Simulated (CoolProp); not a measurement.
Hexamethyldisiloxane (MM) along the isotherm 620 K: fugacity coefficient from the reference equation and from simpler models built on Tc = 518.7 K, pc = 1.931 MPa, ω = 0.418; each cubic takes its own stable root.

The numbers come from the reference Helmholtz-energy equation of state, Thol 2016 in CoolProp.

```json
[
 {"p (MPa)": "0.322", "phase": "gas", "reference": "0.9693", "Redlich-Kwong": "0.9668", "Soave-Redlich-Kwong": "0.9723"},
 {"p (MPa)": "0.644", "phase": "gas", "reference": "0.9394", "Redlich-Kwong": "0.9343", "Soave-Redlich-Kwong": "0.9452"},
 {"p (MPa)": "0.966", "phase": "gas", "reference": "0.9101", "Redlich-Kwong": "0.9024", "Soave-Redlich-Kwong": "0.9188"},
 {"p (MPa)": "1.29", "phase": "gas", "reference": "0.8816", "Redlich-Kwong": "0.8711", "Soave-Redlich-Kwong": "0.8928"},
 {"p (MPa)": "1.61", "phase": "gas", "reference": "0.8543", "Redlich-Kwong": "0.8407", "Soave-Redlich-Kwong": "0.8679"},
 {"p (MPa)": "1.93", "phase": "gas", "reference": "0.8279", "Redlich-Kwong": "0.8111", "Soave-Redlich-Kwong": "0.8436"},
 {"p (MPa)": "2.25", "phase": "supercritical", "reference": "0.8026", "Redlich-Kwong": "0.7821", "Soave-Redlich-Kwong": "0.8201"},
 {"p (MPa)": "2.57", "phase": "supercritical", "reference": "0.7782", "Redlich-Kwong": "0.7539", "Soave-Redlich-Kwong": "0.7973"},
 {"p (MPa)": "2.9", "phase": "supercritical", "reference": "0.7541", "Redlich-Kwong": "0.7257", "Soave-Redlich-Kwong": "0.7747"}
]
```
